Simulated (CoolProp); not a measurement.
Vapour-liquid equilibrium of ethanol (1) + cyclohexane (2) at 171.35 °C; x and y are mole fractions of (1).

Computed with CoolProp (multi-fluid Helmholtz-energy mixture model, Schroeder 2014 and Zhou 2014; pair parameters Bell 2016).

| x | bubble pressure, mixture model (MPa) | bubble pressure, Raoult's law (MPa) | y, mixture model | y, Raoult's law |
|---|---|---|---|---|
| 0.05 | 1.015 | 0.8699 | … | 0.094 |
| 0.125 | … | 0.9305 | 0.345 | 0.220 |
| 0.2 | 1.376 | 0.9911 | 0.435 | 0.330 |
| 0.275 | 1.481 | 1.052 | 0.496 | 0.428 |
| 0.35 | 1.558 | 1.112 | 0.541 | 0.515 |
| 0.425 | 1.615 | 1.173 | … | 0.593 |
| 0.5 | 1.658 | 1.233 | 0.614 | 0.664 |
| 0.575 | 1.691 | 1.294 | 0.650 | 0.728 |
| 0.65 | 1.714 | 1.355 | 0.690 | 0.786 |
| 0.725 | 1.726 | 1.415 | 0.735 | 0.839 |
| 0.8 | … | 1.476 | 0.789 | 0.888 |
| 0.875 | 1.708 | 1.536 | 0.855 | 0.933 |
| 0.95 | 1.672 | 1.597 | … | 0.974 |

### Question
Complete the blanks.

### Answer

- 0.05, y, mixture model: 0.188
- 0.125, bubble pressure, mixture model (MPa): 1.226
- 0.425, y, mixture model: 0.579
- 0.8, bubble pressure, mixture model (MPa): 1.725
- 0.95, y, mixture model: 0.936

The largest gap from Raoult's law is +40.8 % in bubble pressure, at x = 0.275. y crosses x between x = 0.725 and 0.8: the model has an azeotrope there.

The pair parameters rest on a limited set of measurements; away from them the model extrapolates.
